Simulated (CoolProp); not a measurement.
Dimethyl carbonate along the isobar 2.26 MPa: fugacity coefficient from the reference equation and from simpler models built on Tc = 557.0 K, pc = 4.909 MPa, ω = 0.346; each cubic takes its own stable root.

Values from CoolProp's reference Helmholtz-energy equation of state, Zhou 2011.

```csv
T (K),phase,reference
366.8,liquid,0.05188
388,liquid,0.09417
409.3,liquid,0.1581
430.5,liquid,0.2473
451.7,liquid,0.3651
472.9,liquid,0.5128
494.1,liquid,0.6891
515.4,gas,0.7991
```

### Question
How far does each simpler model (van der Waals, Soave-Redlich-Kwong, Peng-Robinson) lie from the reference over these 8 states: mean and median of the absolute difference, and the worst?

### Answer
- van der Waals: mean 166.5 %, median 119.8 %, worst +485.6 % at 366.8 K and 2.26 MPa
- Soave-Redlich-Kwong: mean 1.6 %, median 2.0 %, worst +2.8 % at 472.9 K and 2.26 MPa
- Peng-Robinson: mean 0.5 %, median 0.2 %, worst -1.9 % at 515.4 K and 2.26 MPa

At some of these states van der Waals gives the other phase, because its saturation line lies elsewhere.
